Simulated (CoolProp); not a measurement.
Vapour-liquid equilibrium of C2F6 (R116) (1) + propylene (2) at 262.6 K; x and y are mole fractions of (1).

Computed with CoolProp (multi-fluid Helmholtz-energy mixture model, Lemmon 2006 and Lemmon 2013; pair parameters Bell 2016).

| x | bubble pressure (MPa) | y at the bubble point | dew pressure at overall composition x (MPa) | liquid density (mol/L) |
|---|---|---|---|---|
| 0.05 | 0.6729 | 0.368 | 0.4436 | 13.02 |
| 0.2 | 1.072 | 0.610 | 0.5295 | 12.10 |
| 0.35 | 1.213 | 0.668 | 0.6540 | 11.24 |
| 0.5 | 1.287 | 0.704 | 0.8493 | 10.46 |
| 0.65 | 1.350 | 0.750 | 1.170 | 9.803 |
| 0.8 | 1.398 | 0.824 | 1.388 | 9.300 |
| 0.95 | 1.399 | 0.944 | 1.398 | 8.965 |

y crosses x between x = 0.8 and 0.95: the model has an azeotrope there.

Pair parameters are fitted to limited data, so mixtures are less certain than the pure fluids. With so large a gap from Raoult's law the liquid may split in two, which this calculation doesn't test in full.
